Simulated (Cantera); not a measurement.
## Thermodynamics of hydrogen reduction and annealing atmospheres, feed Fe₂O₃ + H₂

Charge: 1 mol Fe₂O₃, a varied amount of H₂, at 1948 K and 10.0 mbar.

These are equilibrium values from Cantera (NASA tables, ideal gas, pure condensed phases), not measurements of a reactor. Candidate condensed phases: Fe, FeO, Fe(OH)₂, Fe(OH)₃, Fe₂O₃, Fe₃O₄, H₂O; 12 gas species. Rates play no part.

| n(H₂) (mol) | x H₂ | x H₂O | x Fe | x H | x OH | x FeO | n Fe(l) |
|---|---|---|---|---|---|---|---|
| 17 | 0.798 | 0.172 | 0.0200 | 0.0101 | 0.000196 | 7.55e-5 | 1.65 |
| 29 | 0.869 | 0.101 | 0.0200 | 0.0105 | 0.000110 | 4.07e-5 | 1.40 |
| 50 | 0.911 | 0.0584 | 0.0200 | 0.0108 | 6.25e-5 | 2.25e-5 | 0.972 |
| 85 | 0.935 | 0.0343 | 0.0200 | 0.0109 | 3.63e-5 | 1.29e-5 | 0.254 |
| 140 | 0.954 | 0.0210 | 0.0140 | 0.0110 | 2.20e-5 | 5.40e-6 | 0 |
| 250 | 0.969 | 0.0118 | 0.00789 | 0.0111 | 1.23e-5 | 1.69e-6 | 0 |
| 420 | 0.977 | 0.00706 | 0.00471 | 0.0112 | 7.30e-6 | 5.97e-7 | 0 |
| 720 | 0.982 | 0.00413 | 0.00275 | 0.0112 | 4.26e-6 | 2.03e-7 | 0 |
| 1200 | 0.985 | 0.00248 | 0.00165 | 0.0112 | 2.55e-6 | 7.31e-8 | 0 |
| 2100 | 0.986 | 0.00142 | 0.000946 | 0.0112 | 1.46e-6 | 2.39e-8 | 0 |
x: gas mole fraction; n: condensed amount in mol.

From 17 mol H₂ to 85 mol H₂ the condensed part is Fe(l). From 140 mol H₂ to 2100 mol H₂ nothing is condensed. The main Fe-bearing gas is Fe throughout.
